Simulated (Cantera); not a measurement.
**Adiabatic ignition**

An adiabatic, constant-volume homogeneous reactor starts with 16.7 % H2, 14.6 % O2, 68.7 % N2, at 1173 K and 1.00 bar.

Model: the H2/O2 subset of GRI-Mech 3.0, which has no nitrogen chemistry, integrated in Cantera.

```csv
t (s),T (K),P (bar),x H2,x O2,x H2O,x H2O2,x HO2
1.00e-6,1173,1.00,0.167,0.146,8.06e-11,<1e-12,1.03e-9
4.19e-6,1173,1.00,0.167,0.146,3.13e-9,7.61e-12,4.84e-9
1.76e-5,1173,1.00,0.167,0.146,3.75e-7,2.96e-10,8.30e-8
7.36e-5,1962,1.60,0.0175,0.0664,0.135,8.06e-7,2.72e-5
0.000308,2523,1.99,0.00318,0.0653,0.170,4.54e-7,9.78e-6
0.00129,2523,1.99,0.00317,0.0653,0.171,4.54e-7,9.78e-6
0.00542,2523,1.99,0.00317,0.0653,0.171,4.54e-7,9.78e-6
0.0227,2523,1.99,0.00317,0.0653,0.171,4.54e-7,9.78e-6
0.0951,2523,1.99,0.00317,0.0653,0.171,4.54e-7,9.78e-6
0.399,2523,1.99,0.00317,0.0653,0.171,4.54e-7,9.78e-6
1.67,2523,1.99,0.00317,0.0653,0.171,4.54e-7,9.78e-6
7.00,2523,1.99,0.00317,0.0653,0.171,4.54e-7,9.78e-6
```
x: mole fraction; the columns are a selection and need not sum to one.

The time of steepest temperature rise is 62.9 µs and the temperature at 7.00 s comes out as 2523 K. The equilibrium temperature comes out as 2523 K and the x(H2) at 7.00 s is 0.00317 (gas-phase equilibrium 0.00317). The x(O2) at 7.00 s is 0.0653 (gas-phase equilibrium 0.0653) and the x(H2O) at 7.00 s is 0.171 (gas-phase equilibrium 0.171).
